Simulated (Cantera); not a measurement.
A freely propagating, adiabatic, planar premixed flame of 47.9 % H₂, 9.97 % O₂, 37.5 % N₂, 4.60 % H₂O, equivalence ratio 2.4, unburnt at 450 K and 1.09 atm; unity-Lewis-number transport, grid criteria slope 0.08 and curve 0.16, no radiation.

Cantera simulation using the H2/O2 subset of GRI-Mech 3.0, which has no nitrogen chemistry; the numbers are that mechanism's predictions, not measurements. Unity Lewis numbers drop preferential diffusion, which matters most where H2 and H carry the flame. Burning velocities carry a grid error of a few per cent, more on coarse grids.

x: mole fraction of selected species; z is measured from the peak of heat release.

| z (mm) | T (K) | u (m/s) | x H₂ | x O₂ | x H₂O | x HO₂ | x O | x OH |
|---|---|---|---|---|---|---|---|---|
| -1.01 | 450 | 2.84 | 0.479 | 0.0997 | 0.0460 | 1.02e-8 | <1e-8 | <1e-8 |
| -0.672 | 450 | 2.84 | 0.479 | 0.0997 | 0.0460 | 1.93e-7 | <1e-8 | <1e-8 |
| -0.504 | 451 | 2.84 | 0.479 | 0.0996 | 0.0461 | 1.56e-6 | <1e-8 | <1e-8 |
| -0.336 | 455 | 2.87 | 0.479 | 0.0994 | 0.0466 | 1.18e-5 | (withheld) | <1e-8 |
| -0.168 | 556 | 3.48 | 0.469 | 0.0935 | 0.0594 | 0.000241 | (withheld) | 2.11e-5 |
| -0.0839 | 841 | 5.17 | 0.436 | 0.0751 | 0.100 | 0.000186 | (withheld) | 0.000283 |
| 0 | 1193 | 7.18 | 0.363 | 0.0413 | 0.173 | 6.21e-5 | (withheld) | 0.000829 |
| 0.0839 | 1417 | 8.41 | 0.299 | 0.0135 | 0.231 | 1.71e-5 | (withheld) | 0.00163 |
| 0.168 | 1530 | 9.01 | 0.278 | 0.00341 | 0.253 | 3.96e-6 | (withheld) | 0.00199 |
| 0.336 | 1637 | 9.56 | 0.279 | 0.000361 | 0.262 | 4.04e-7 | (withheld) | 0.00210 |
| 0.672 | 1734 | 10.0 | 0.288 | 8.20e-5 | 0.265 | 1.06e-7 | (withheld) | 0.00189 |
| 1.34 | 1814 | 10.4 | 0.296 | 3.79e-5 | 0.267 | 5.42e-8 | (withheld) | 0.00148 |
| 2.69 | 1873 | 10.7 | 0.301 | 1.55e-5 | 0.269 | 2.48e-8 | (withheld) | 0.00103 |

Problem. Complete the blanks.

Solution. 
- -0.336, x O: 1.13e-7
- -0.168, x O: 1.17e-5
- -0.0839, x O: 0.000167
- 0, x O: 0.000961
- 0.0839, x O: 0.00109
- 0.168, x O: 0.000628
- 0.336, x O: 0.000333
- 0.672, x O: 0.000191
- 1.34, x O: 9.30e-5
- 2.69, x O: 3.85e-5
